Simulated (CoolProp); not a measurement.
Computed with CoolProp (reference Helmholtz-energy equation of state, Gao 2022).

Q: For n-perfluorobutane, give the phase and the density (kg/m³), Joule-Thomson coefficient (K/MPa), isothermal compressibility (1/MPa), expansivity (1/kK) at -23.85 °C and 4.79 bar; -23.85 °C and 7.46 bar.

A: 
- -23.85 °C and 4.79 bar: liquid; density 1670, Joule-Thomson coefficient -0.272, isothermal compressibility 0.00253, expansivity 2.05
- -23.85 °C and 7.46 bar: liquid; density 1680, Joule-Thomson coefficient -0.273, isothermal compressibility 0.00251, expansivity 2.04
